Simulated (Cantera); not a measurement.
PbO + C + N2 + CH4 (carbothermic reduction)

Feed: 1 mol PbO, 1.2 mol C, 8.7 mol N2, 0.87 mol CH4, equilibrated at 0.00133 bar.

Equilibrium computed with Cantera from the NASA thermochemical tables; the gas is ideal and each condensed phase is pure. Candidate condensed phases: C, C6H6, C7H8, C8H18, H2O, Pb, PbO, PbO2, Pb3O4; 139 gas species. Equilibrium is a limit: real reactors are often held back by kinetics, nucleation or transport.

From 800 K to 1000 K the condensed part is C(graphite) + Pb(l). From 1200 K to 2600 K the condensed part is C(graphite). The main Pb-bearing gas is Pb throughout.

```
T (K)   x N2       x H    x H2    x CO     x Pb     x HCN  n C(graphite)  n Pb(l)
-----  -----  --------  ------  ------  -------  --------  -------------  -------
800    0.762  3.09e-11   0.152  0.0852  4.61e-5   3.19e-8           1.09    0.999
1000   0.751   2.41e-8   0.150  0.0863   0.0121   1.74e-6           1.07    0.859
1200   0.699   2.02e-6   0.140  0.0804   0.0804   2.33e-5           1.07        0
1400   0.699   4.98e-5   0.140  0.0804   0.0804  0.000155           1.07        0
1600   0.699  0.000556   0.139  0.0804   0.0804  0.000638           1.06        0
1800   0.697   0.00363   0.137  0.0802   0.0802   0.00190           1.04        0
2000   0.691    0.0160   0.128  0.0797   0.0797   0.00439           1.01        0
2200   0.677    0.0503   0.107  0.0784   0.0784   0.00809          0.949        0
2400   0.652     0.114  0.0681  0.0758   0.0758    0.0115          0.872        0
2600   0.624     0.180  0.0292  0.0728   0.0728    0.0122          0.710        0
```
x: gas mole fraction; n: condensed amount in mol.
